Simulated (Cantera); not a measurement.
Charge: 1 mol Fe(CO)5, 0.2 mol O2, 3.4 mol H2, held at 873 K and 0.000330 bar.

Method: chemical equilibrium by Gibbs-energy minimisation in Cantera with the NASA 1993 tables (ideal gas, pure condensed phases). Candidate condensed phases: C, C6H6, C7H8, C8H18, Fe, Fe(CO)5, FeO, Fe(OH)2, Fe(OH)3, Fe2O3, Fe3O4, H2O; 114 gas species. Equilibrium is a limit: real reactors are often held back by kinetics, nucleation or transport.

Base state: CO 0.558, H2 0.395, CO2 0.0376, H2O 0.00999 (mole fractions); condensed: Fe(α).

### Question
What changes in the equilibrium state with this change: O2 from 0.2 to 0.056 mol?

### Answer
| species | before | after |
|---|---|---|
| CO | 0.558 | 0.585 |
| H2 | 0.395 | 0.402 |
| CO2 | 0.0376 | 0.0106 |
| H2O | 0.00999 | 0.00273 |
| Fe(α), mol | 1.00 | 1.00 |
